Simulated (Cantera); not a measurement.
## Low-pressure radical oxidation in H2/O2

An isothermal, constant-pressure homogeneous reactor starts with 0.694 % H₂, 97.7 % O₂, 1.56 % H₂O, at 1323 K and 24.0 Torr.

Cantera simulation using the H2/O2 subset of GRI-Mech 3.0, which has no nitrogen chemistry; the numbers are that mechanism's predictions, not measurements. Radical loss at walls, strong at low pressure, is not modelled.

| t (s) | x H₂ | x O₂ | x H₂O₂ | x OH | x O | x H | x H₂O |
|---|---|---|---|---|---|---|---|
| 3.00e-5 | 0.00694 | 0.977 | <1e-12 | 2.54e-9 | 2.50e-9 | 1.37e-9 | 0.0156 |
| 7.84e-5 | 0.00694 | 0.977 | 1.76e-12 | 9.22e-9 | 9.47e-9 | 1.98e-9 | 0.0156 |
| 0.000205 | 0.00694 | 0.977 | 1.16e-11 | 3.50e-8 | 3.85e-8 | 4.16e-9 | 0.0156 |
| 0.000536 | 0.00694 | 0.977 | 7.22e-11 | 2.39e-7 | 2.80e-7 | 2.17e-8 | 0.0156 |
| 0.00140 | 0.00691 | 0.977 | 4.52e-10 | 1.39e-5 | 1.65e-5 | 1.19e-6 | 0.0157 |
| 0.00366 | 0.000314 | 0.971 | 6.98e-8 | 0.00156 | 0.00520 | 0.000288 | 0.0213 |
| 0.00958 | 5.42e-5 | 0.972 | 5.28e-8 | 0.00127 | 0.00483 | 0.000211 | 0.0218 |
| 0.0250 | 3.89e-5 | 0.973 | 4.70e-8 | 0.00107 | 0.00345 | 0.000128 | 0.0220 |
| 0.0655 | 1.97e-5 | 0.975 | 3.57e-8 | 0.000765 | 0.00174 | 4.57e-5 | 0.0222 |
| 0.171 | 6.48e-6 | 0.977 | 2.08e-8 | 0.000440 | 0.000568 | 8.60e-6 | 0.0224 |
| 0.448 | 1.57e-6 | 0.977 | 8.96e-9 | 0.000217 | 0.000137 | 1.03e-6 | 0.0225 |
| 1.17 | 3.56e-7 | 0.977 | 3.12e-9 | 0.000104 | 3.13e-5 | 1.12e-7 | 0.0226 |
| 3.06 | 9.02e-8 | 0.977 | 1.03e-9 | 5.24e-5 | 7.94e-6 | 1.43e-8 | 0.0226 |
| 8.00 | 2.93e-8 | 0.977 | 4.04e-10 | 2.99e-5 | 2.59e-6 | 2.66e-9 | 0.0226 |
x: mole fraction; the columns are a selection and need not sum to one.

Equilibrium at this temperature and pressure: H₂ 1.67e-8, O₂ 0.977, H₂O₂ 2.61e-10, OH 2.26e-5, O 1.48e-6, H 1.15e-9, H₂O 0.0226 (gas phase only).
